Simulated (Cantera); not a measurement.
A closed system holds: 1 mol B, 0.89 mol H₂O, 2.9 mol N₂, held at 50.0 mbar.

Cantera equilibrium calculation (NASA polynomials, part measured and part estimated; ideal gas, pure solids and liquids). Candidate condensed phases: B, BN, B₂O₃, B₃O₃H₃, H₂O; 39 gas species. N₂ is the only nitrogen source here; it is nearly inert below about 1500 K, so the nitride shown seldom forms there in practice. Mutual solubility and eutectic melting of coexisting phases are not modelled. The tables' values for BH₂ are old estimates; treat these amounts as uncertain. Kinetics and transport are ignored.

x: gas mole fraction; n: condensed amount in mol.

```json
[
 {"T (°C)": "500", "x N₂": "0.752", "x H₂": "0.247", "x BO": "<1e-12", "x HBO": "<1e-12", "x B₂O₃": "<1e-12", "x B₂O₂": "<1e-12", "x H": "2.02e-12", "x HBO₂": "6.62e-9", "n BN(s)": "0.409", "n B₂O₃(l)": "0.296"},
 {"T (°C)": "650", "x N₂": "0.752", "x H₂": "0.247", "x BO": "<1e-12", "x HBO": "2.71e-10", "x B₂O₃": "1.22e-12", "x B₂O₂": "<1e-12", "x H": "5.44e-10", "x HBO₂": "5.82e-7", "n BN(s)": "0.409", "n B₂O₃(l)": "0.296"},
 {"T (°C)": "800", "x N₂": "0.752", "x H₂": "0.247", "x BO": "<1e-12", "x HBO": "5.66e-8", "x B₂O₃": "1.72e-9", "x B₂O₂": "<1e-12", "x H": "3.12e-8", "x HBO₂": "1.36e-5", "n BN(s)": "0.409", "n B₂O₃(l)": "0.296"},
 {"T (°C)": "950", "x N₂": "0.752", "x H₂": "0.247", "x BO": "3.49e-10", "x HBO": "3.09e-6", "x B₂O₃": "3.85e-7", "x B₂O₂": "7.28e-10", "x H": "6.69e-7", "x HBO₂": "0.000139", "n BN(s)": "0.409", "n B₂O₃(l)": "0.295"},
 {"T (°C)": "1100", "x N₂": "0.751", "x H₂": "0.247", "x BO": "6.54e-8", "x HBO": "6.87e-5", "x B₂O₃": "2.50e-5", "x B₂O₂": "2.08e-7", "x H": "7.40e-6", "x HBO₂": "0.000822", "n BN(s)": "0.409", "n B₂O₃(l)": "0.294"},
 {"T (°C)": "1250", "x N₂": "0.750", "x H₂": "0.245", "x BO": "4.27e-6", "x HBO": "0.000811", "x B₂O₃": "0.000689", "x B₂O₂": "1.88e-5", "x H": "5.11e-5", "x HBO₂": "0.00333", "n BN(s)": "0.411", "n B₂O₃(l)": "0.284"},
 {"T (°C)": "1400", "x N₂": "0.737", "x H₂": "0.235", "x BO": "0.000130", "x HBO": "0.00597", "x B₂O₃": "0.0102", "x B₂O₂": "0.000745", "x H": "0.000247", "x HBO₂": "0.0101", "n BN(s)": "0.411", "n B₂O₃(l)": "0.225"},
 {"T (°C)": "1550", "x N₂": "0.691", "x H₂": "0.206", "x BO": "0.00180", "x HBO": "0.0243", "x B₂O₃": "0.0494", "x B₂O₂": "0.0104", "x H": "0.000879", "x HBO₂": "0.0154", "n BN(s)": "0.366", "n B₂O₃(l)": "0"},
 {"T (°C)": "1700", "x N₂": "0.684", "x H₂": "0.193", "x BO": "…", "x HBO": "…", "x B₂O₃": "…", "x B₂O₂": "…", "x H": "…", "x HBO₂": "…", "n BN(s)": "…", "n B₂O₃(l)": "0"},
 {"T (°C)": "1850", "x N₂": "0.671", "x H₂": "0.178", "x BO": "…", "x HBO": "0.0585", "x B₂O₃": "…", "x B₂O₂": "…", "x H": "…", "x HBO₂": "…", "n BN(s)": "…", "n B₂O₃(l)": "0"},
 {"T (°C)": "2000", "x N₂": "0.655", "x H₂": "0.168", "x BO": "0.0614", "x HBO": "0.0585", "x B₂O₃": "0.00201", "x B₂O₂": "0.0388", "x H": "0.0154", "x HBO₂": "0.000482", "n BN(s)": "0.118", "n B₂O₃(l)": "0"},
 {"T (°C)": "2150", "x N₂": "0.636", "x H₂": "0.158", "x BO": "0.0985", "x HBO": "0.0482", "x B₂O₃": "0.000266", "x B₂O₂": "0.0239", "x H": "0.0315", "x HBO₂": "8.89e-5", "n BN(s)": "0.0933", "n B₂O₃(l)": "0"}
]
```

### Question
Fill in the missing entries.

### Answer

- 1850, x BO: 0.0289
- 1850, x B₂O₃: 0.0107
- 1850, x B₂O₂: 0.0440
- 1850, x H: 0.00677
- 1850, x HBO₂: 0.00215
- 1850, n BN(s): 0.164
- 1700, x BO: 0.00909
- 1700, x HBO: 0.0444
- 1700, x B₂O₃: 0.0314
- 1700, x B₂O₂: 0.0290
- 1700, x H: 0.00265
- 1700, x HBO₂: 0.00689
- 1700, n BN(s): 0.266
